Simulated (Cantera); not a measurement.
What does this Cantera script print?

```python
import numpy as np
import cantera as ct

gas_names = """
    CL CL2 H HCL H2 N NH NH2 NH3 N2 N2H2 N2H4 Si SiCL SiCL2 SiCL3 SiCL4 SiH SiHCL3 SiH2 SiH2CL2 SiH3
    SiH3CL SiH4 SiN Si2 Si2N Si3
""".split()
cond_names = """
    NH4CL(a) NH4CL(b) Si(cr) Si(L) Si3N4(a)
""".split()


# ... load() reads the species with a 1 bar reference pressure and builds the phases ...
atoms = {
    'SiHCl3': {'Si': 1, 'H': 1, 'CL': 3},
    'NH3': {'N': 1, 'H': 3},
    'N2': {'N': 2},
}
top_T = {'Si3N4(a)': 2400}  # K; cautious upper limits of use, not melting points


# ... equilibrate(T, P, feed) seeds the gas with the atoms and calls Mixture.equilibrate('TP', solver="vcs", rtol=1e-11, max_steps=5000) ...
results = []
feed = {'SiHCl3': 1, 'NH3': 0.88, 'N2': 6.5}  # mol
T = 1125  # K
for P in [5, 21, 85, 350, 1400, 5900, 24000, 100000]:
    mix = equilibrate(T, P, feed)
    results.append((T, P, feed, dict(zip(mix.species_names, mix.species_moles))))

top = {s: max(r[3][s] / sum(r[3][g] for g in gas_names) for r in results) for s in gas_names}
cols = sorted((s for s in top if top[s] > 0.0001), key=lambda s: -top[s])[:9]
seen = [c for c in cond_names if any(r[3].get(c, 0) > 1e-12 for r in results)]
print("log10 of partial pressures in bar; condensed amounts in mol")
print(f"{'P/Pa':>10s}" + "".join(f"{s[:9]:>10s}" for s in cols + seen))
for T, P, feed, n in results:
    ng = sum(n[g] for g in gas_names)
    print(f"{P:10.4g}" + "".join(f"{np.log10(max(n[s] / ng * P / 1e5, 1e-99)):10.3f}" for s in cols)
          + "".join(f"{n.get(c, 0):10.4g}" for c in seen))
```

It prints:

```
log10 of partial pressures in bar; condensed amounts in mol
      P/Pa        N2       HCL        H2     SiCL4     SiCL2     SiCL3    SiHCL3  Si3N4(a)
         5    -4.478    -4.892    -5.512    -6.271    -6.710    -7.035    -8.651    0.2806
        21    -3.853    -4.279    -4.865    -5.528    -6.547    -6.582    -7.875    0.2799
        85    -3.245    -3.686    -4.228    -4.837    -6.404    -6.166    -7.140    0.2746
       350    -2.629    -3.090    -3.583    -4.154    -6.268    -5.756    -6.407    0.2672
      1400    -2.025    -2.508    -2.950    -3.493    -6.139    -5.361    -5.696    0.2589
      5900    -1.398    -1.906    -2.294    -2.815    -6.008    -4.957    -4.964    0.2498
   2.4e+04    -0.787    -1.321    -1.656    -2.159    -5.884    -4.566    -4.254    0.2406
     1e+05    -0.166    -0.728    -1.009    -1.495    -5.759    -4.173    -3.537    0.2311
```

Cantera equilibrium calculation (NASA polynomials, part measured and part estimated; ideal gas, pure solids and liquids). The tables' values for SiCl3 are old estimates; treat these amounts as uncertain.
